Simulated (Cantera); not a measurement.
# Premixed flame

A freely propagating, adiabatic, planar premixed flame of 26.7 % H2, 17.3 % O2, 56.0 % N2, equivalence ratio 0.77, unburnt at 623 K and 1.00 atm; mixture-averaged transport, grid criteria slope 0.08 and curve 0.16, no radiation.

Model: the H2/O2 subset of GRI-Mech 3.0, which has no nitrogen chemistry, integrated in Cantera. Burning velocities carry a grid error of a few per cent, more on coarse grids.

```csv
z (mm),T (K),u (m/s),x H2,x O2,x O,x H2O,x OH,x HO2
-1.30,623,7.46,0.267,0.173,<1e-8,<1e-8,<1e-8,<1e-8
-0.868,623,7.46,0.267,0.173,<1e-8,<1e-8,<1e-8,<1e-8
-0.651,623,7.46,0.267,0.173,<1e-8,<1e-8,<1e-8,1.14e-8
-0.434,623,7.46,0.267,0.173,<1e-8,2.02e-7,<1e-8,7.70e-7
-0.217,639,7.62,0.262,0.174,1.06e-5,0.000815,6.18e-5,0.000249
-0.108,842,9.78,0.226,0.169,0.000470,0.0199,0.000905,0.000216
0,1273,14.3,0.121,0.127,0.00745,0.111,0.00505,0.000104
0.108,1582,17.5,0.0464,0.0739,0.0164,0.200,0.0129,5.23e-5
0.217,1735,19.1,0.0328,0.0603,0.0177,0.222,0.0169,3.59e-5
0.434,1899,20.7,0.0291,0.0554,0.0155,0.235,0.0199,2.52e-5
0.868,2064,22.2,0.0248,0.0518,0.0120,0.248,0.0214,1.67e-5
1.74,2216,23.6,0.0189,0.0489,0.00825,0.263,0.0211,1.06e-5
3.47,2340,24.7,0.0127,0.0468,0.00509,0.276,0.0187,7.36e-6
```
x: mole fraction of selected species; z is measured from the peak of heat release.

```json
{
 "laminar_burning_velocity": "746 cm/s",
 "thermal_thickness": "0.434 mm",
 "peak x(O)": "0.0178",
 "peak x(OH)": "0.0216",
 "peak x(HO2)": "0.000313",
 "grid_points": "129"
}
```
